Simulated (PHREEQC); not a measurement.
**Nickel, zinc or cadmium bath**

Solution (59 °C): 86 mmol/kgw CdCl2, 0.14 mmol/kgw NaOH, 2.6 mmol/kgw NiCl2 and 29 mmol/kgw KCl. Closed to the air; pH follows from the charge balance.

Equilibrium calculation in PHREEQC: ion-association model, wateq4f.dat.

| Item | Result |
|---|---|
| pH | 6.57 |
| ionic strength | 0.134 mol/kgw |
| total alkalinity | 0.140 meq/kg |

```tsv
species	molality	activity	log γ
Cl-	0.115	0.0840	-0.138
CdCl+	0.0542	0.0408	-0.124
K+	0.0290	0.0211	-0.138
CdCl2	0.0155	0.0160	0.013
Cd+2	0.0144	0.00459	-0.496
Ni+2	0.00234	0.000747	-0.496
CdCl3-	0.00178	0.00134	-0.124
NiCl+	0.000209	0.000158	-0.124
Na+	0.000140	0.000105	-0.124
CdOHCl	0.000115	0.000118	0.013
NiCl2	4.66e-5	4.80e-5	0.013
CdOH+	1.79e-5	1.35e-5	-0.124
NiOH+	4.31e-6	3.24e-6	-0.124
Cd2OH+3	2.71e-6	2.07e-7	-1.116
OH-	4.46e-7	3.23e-7	-0.140
H+	3.37e-7	2.71e-7	-0.095
```

Precipitation was switched off in this run. The solution is supersaturated, for example in CdOHCl, so a real one may precipitate; this is no full list. Constants without temperature data keep their 25 °C values here.
